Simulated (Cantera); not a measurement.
An isothermal, constant-pressure homogeneous reactor starts with 0.344 % CH4, 99.7 % N2, at 1825 K and 20.0 Torr.

Computed with Cantera and GRI-Mech 3.0 (53 species, 325 reactions). GRI-Mech 3.0 stops at C3 and has no aromatics, soot or wall deposition, so with more carbon than oxygen in the feed, carbon stays in small species such as C2H2 where larger ones or solid carbon would form. Radical loss at walls, strong at low pressure, is not modelled.

### Question
Predict: x(CH4) at 7.00 s; x(HCN) at 7.00 s; x(CH2) at 7.00 s; x(C2H4) at 7.00 s; x(C2H2) at 7.00 s; x(H2) at 7.00 s.

### Answer
| Quantity | Value |
|---|---|
| x(CH4) at 7.00 s | 7.92e-8 (gas-phase equilibrium 2.48e-9) |
| x(HCN) at 7.00 s | 7.98e-5 (gas-phase equilibrium 0.00336) |
| x(CH2) at 7.00 s | 1.00e-9 (gas-phase equilibrium 8.38e-11) |
| x(C2H4) at 7.00 s | 4.48e-9 (gas-phase equilibrium 7.69e-11) |
| x(C2H2) at 7.00 s | 0.00167 (gas-phase equilibrium 2.92e-5) |
| x(H2) at 7.00 s | 0.00508 (gas-phase equilibrium 0.00504) |
